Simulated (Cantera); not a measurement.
Feed: 1 mol PbBr2, 6.2 mol H2, held at 10.0 Torr.

Cantera equilibrium calculation (NASA polynomials, part measured and part estimated; ideal gas, pure solids and liquids). Candidate condensed phases: Br2, Pb, PbBr2; 10 gas species. The numbers say what is thermodynamically allowed, not how fast it happens. All values below are at 775 °C.

Base state: H2 0.882, PbBr4 0.0440, PbBr2 0.0422, HBr 0.0249, PbBr 0.00347, Pb 0.00335 (mole fractions); condensed: Pb(l).

### Question
What changes in the equilibrium state with this change: pressure from 10.0 Torr to 0.00323 Torr?

### Answer
| species | before | after |
|---|---|---|
| H2 | 0.882 | 0.688 |
| HBr | 0.0249 | 0.185 |
| Pb | 0.00335 | 0.0868 |
| PbBr4 | 0.0440 | 0.000592 |
| PbBr | 0.00347 | 0.0136 |
| PbBr2 | 0.0422 | 0.0249 |
| Br | 2.05e-6 | 0.000958 |
| Pb(l), mol | 0.356 | 0 |
